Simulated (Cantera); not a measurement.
Ignition delay

Mixture: 45.7 % H₂, 11.4 % O₂, 42.9 % N₂, at 101000 Pa, adiabatic and at constant pressure. Ignition delay is the time to a rise of 400 K.

Model: the H2/O2 subset of GRI-Mech 3.0, which has no nitrogen chemistry, integrated in Cantera. Where the delays flatten at high temperature, the 400 K rule measures the pace of heat release, not the induction time.

| T0 (K) | delay (ms) |
|---|---|
| 1150 | 0.0704 |
| 1225 | 0.0458 |
| 1300 | 0.0328 |
| 1375 | 0.0254 |
| 1450 | 0.0210 |
| 1525 | 0.0184 |
| 1600 | 0.0169 |
| 1675 | 0.0163 |
| 1750 | 0.0162 |
| 1825 | 0.0166 |
